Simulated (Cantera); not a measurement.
What does this Cantera script print?

```python
import numpy as np
import cantera as ct

surf = ct.Interface("ptcombust.yaml", "Pt_surf")
gas = surf.adjacent["gas"]
gas.TPX = 300, 9600, {'H2': 0.034, 'O2': 0.079, 'N2': 0.79}
jet = ct.ImpingingJet(gas=gas, width=0.091, surface=surf)
jet.inlet.mdot, jet.inlet.T, jet.inlet.X = 0.07, 300, {'H2': 0.034, 'O2': 0.079, 'N2': 0.79}
jet.set_refine_criteria(ratio=10, slope=0.2, curve=0.3)
show, cover = ['H2', 'O2', 'H2O', 'OH'], ["PT(S)", "H(S)", "O(S)", "OH(S)", "CO(S)", "C(S)"]

rows = []
print(f"{'Ts/K':>7s}" + "".join(f"{s:>11s}" for s in show + cover) + "   (gas at the wall, coverages)")
for i, Ts in enumerate([600, 650, 700, 750, 800, 850, 900, 950]):
    jet.surface.T = Ts
    if i == 0:
        surf.TP = Ts, 9600
        surf.coverages = "PT(S):0.5, O(S):0.5"
        surf.advance_coverages(1.0)
        jet.set_initial_guess(products="inlet")
    jet.solve(loglevel=0, auto=(i == 0))
    rows.append([*(jet.X[gas.species_index(s), -1] for s in show), *surf[cover].coverages])
    print(f"{Ts:7g}" + "".join(f"{x:11.3e}" for x in rows[-1]))
```

Output:

```
   Ts/K         H2         O2        H2O         OH      PT(S)       H(S)       O(S)      OH(S)      CO(S)       C(S)   (gas at the wall, coverages)
    600  2.184e-03  4.928e-02  6.915e-02  1.272e-12  7.279e-02  2.500e-09  9.181e-01  9.132e-03  1.863e-17 -3.177e-25
    650  2.172e-03  4.938e-02  6.871e-02  1.644e-11  7.639e-02  4.182e-09  9.175e-01  6.116e-03  2.209e-18  1.753e-29
    700  2.105e-03  4.942e-02  6.841e-02  1.445e-10  8.215e-02  7.345e-09  9.135e-01  4.368e-03  1.406e-16  5.875e-26
    750  1.855e-03  4.926e-02  6.847e-02  9.067e-10  9.738e-02  1.465e-08  8.992e-01  3.425e-03  1.057e-20  4.623e-30
    800  1.439e-03  4.892e-02  6.890e-02  4.217e-09  1.309e-01  3.438e-08  8.662e-01  2.939e-03  2.392e-19  8.200e-32
    850  1.082e-03  4.864e-02  6.923e-02  1.553e-08  1.815e-01  8.250e-08  8.159e-01  2.615e-03  5.634e-17  1.516e-24
    900  8.422e-04  4.848e-02  6.936e-02  4.806e-08  2.429e-01  1.828e-07  7.548e-01  2.323e-03  1.999e-18  2.607e-25
    950  6.825e-04  4.841e-02  6.936e-02  1.327e-07  3.100e-01  3.682e-07  6.879e-01  2.045e-03  2.439e-21 -6.118e-25
```

Cantera simulation using Deutschmann's 1995 Pt surface mechanism with GRI-Mech 3.0 gas chemistry; the numbers are that mechanism's predictions, not measurements. Catalytic surfaces can have several steady states; this one follows from the mechanism file's or the stated starting coverage.
